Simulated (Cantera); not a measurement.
A perfectly stirred reactor is fed with 13.0 % H₂, 87.0 % O₂, at 2670 Pa; it is held at 925 K, and followed from long to short residence time.

Model: the H2/O2 subset of GRI-Mech 3.0, which has no nitrogen chemistry, integrated in Cantera. Radical loss at walls, strong at low pressure, is not modelled. Below about 950 K walls govern HO2 and H2O2 in real vessels. The temperature is held fixed by assumption; the heat of reaction is taken as removed at once.

x: mole fraction; the columns are a selection and need not sum to one.

```json
[
 {"τ (s)": "5.7", "x H₂": "0.000579", "x O₂": "0.860", "x H₂O": "0.139", "x O": "0.000127", "x OH": "0.000110", "x HO₂": "…"},
 {"τ (s)": "2.1", "x H₂": "0.00104", "x O₂": "0.860", "x H₂O": "0.138", "x O": "0.000236", "x OH": "0.000162", "x HO₂": "…"},
 {"τ (s)": "0.80", "x H₂": "0.00179", "x O₂": "0.860", "x H₂O": "0.137", "x O": "0.000418", "x OH": "0.000241", "x HO₂": "…"},
 {"τ (s)": "0.30", "x H₂": "0.00305", "x O₂": "0.860", "x H₂O": "0.136", "x O": "0.000733", "x OH": "0.000369", "x HO₂": "…"},
 {"τ (s)": "0.11", "x H₂": "0.00520", "x O₂": "0.859", "x H₂O": "0.133", "x O": "0.00128", "x OH": "0.000578", "x HO₂": "…"},
 {"τ (s)": "0.043", "x H₂": "0.00848", "x O₂": "0.858", "x H₂O": "0.129", "x O": "0.00211", "x OH": "0.000881", "x HO₂": "…"},
 {"τ (s)": "0.016", "x H₂": "0.0141", "x O₂": "0.856", "x H₂O": "0.122", "x O": "0.00351", "x OH": "0.00135", "x HO₂": "2.87e-5"},
 {"τ (s)": "0.0061", "x H₂": "0.0229", "x O₂": "0.853", "x H₂O": "0.109", "x O": "0.00556", "x OH": "0.00198", "x HO₂": "2.96e-5"},
 {"τ (s)": "0.0023", "x H₂": "0.0375", "x O₂": "0.849", "x H₂O": "0.0888", "x O": "0.00812", "x OH": "0.00266", "x HO₂": "2.81e-5"}
]
```

Q: What belongs in the gaps?

A: 
- 5.7, x HO₂: 6.38e-6
- 2.1, x HO₂: 9.39e-6
- 0.80, x HO₂: 1.31e-5
- 0.30, x HO₂: 1.74e-5
- 0.11, x HO₂: 2.20e-5
- 0.043, x HO₂: 2.59e-5
